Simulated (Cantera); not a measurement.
An isothermal, constant-pressure homogeneous reactor starts with 73.0 % NH3, 27.0 % H2, at 1850 K and 76000 Pa.

Detailed kinetics in Cantera: the gas-phase N/H chemistry of the illustrative SiF4/NH3 mechanism in the Surface Chemkin manual (1991). Walls and surfaces, which speed up NH3 decomposition in real reactors, are not modelled.

Q: Predict: x(NH3) at 4.00 s; x(H2) at 4.00 s; x(H) at 4.00 s; x(N2) at 4.00 s; x(N) at 4.00 s.

A: x(NH3) at 4.00 s: 0.00498 (gas-phase equilibrium 6.40e-6)
x(H2) at 4.00 s: 0.785 (gas-phase equilibrium 0.789)
x(H) at 4.00 s: 0.000530 (gas-phase equilibrium 0.000552)
x(N2) at 4.00 s: 0.209 (gas-phase equilibrium 0.211)
x(N) at 4.00 s: 3.17e-8 (gas-phase equilibrium 4.56e-11)
